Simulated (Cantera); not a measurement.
# Silicon carbide growth: CH₃SiCl₃ + H₂

Feed: 1 mol CH₃SiCl₃, 3.8 mol H₂, at 4.00 mbar.

Method: chemical equilibrium by Gibbs-energy minimisation in Cantera with the NASA 1993 tables (ideal gas, pure condensed phases). Candidate condensed phases: C, C₆H₆, C₇H₈, C₈H₁₈, Si, SiC; 109 gas species. The feed counts by its element totals alone. The tables' values for SiCl₃, SiCl are old estimates; treat these amounts as uncertain. Equilibrium is a limit: real reactors are often held back by kinetics, nucleation or transport.

From 1177 °C to 1577 °C the condensed part is C(graphite) + SiC(s). The main Si-bearing gas is SiCl₂ throughout. The share of Si in condensed phases is highest at 1177 °C (95.3 %) and lowest at 1577 °C (84.1 %).

```
T (°C)   x H₂  x HCl  x SiCl₂       x H  n C(graphite)  n SiC(s)
------  -----  -----  -------  --------  -------------  --------
1177    0.567  0.426  0.00588  0.000113         0.0474     0.953
1227    0.568  0.424  0.00740  0.000210         0.0561     0.944
1277    0.569  0.421  0.00912  0.000376         0.0667     0.933
1327    0.571  0.417   0.0110  0.000649         0.0789     0.921
1377    0.572  0.412   0.0131   0.00109         0.0925     0.907
1427    0.574  0.408   0.0154   0.00176          0.107     0.892
1477    0.575  0.402   0.0178   0.00279          0.123     0.876
1527    0.577  0.396   0.0202   0.00430          0.140     0.859
1577    0.578  0.389   0.0228   0.00647          0.157     0.841
```
x: gas mole fraction; n: condensed amount in mol.
